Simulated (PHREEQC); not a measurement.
## Acid rinse or clean: an equilibrium model

Solution (25 °C): 0.0081 mol HBr per kg of water. Closed to the air; pH follows from the charge balance.

Model: ion-association model, wateq4f.dat, run in PHREEQC.

```json
{
  "pH": "2.13",
  "ionic_strength": "0.00810 mol/kgw",
  "total_alkalinity": "-8.10 meq/kg"
}
```

```json
[
 {"species": "H+", "molality": "0.00810", "activity": "0.00745", "log γ": "-0.036"},
 {"species": "Br-", "molality": "0.00810", "activity": "0.00737", "log γ": "-0.041"}
]
```

This is a speciation only: nothing precipitates in the calculation.
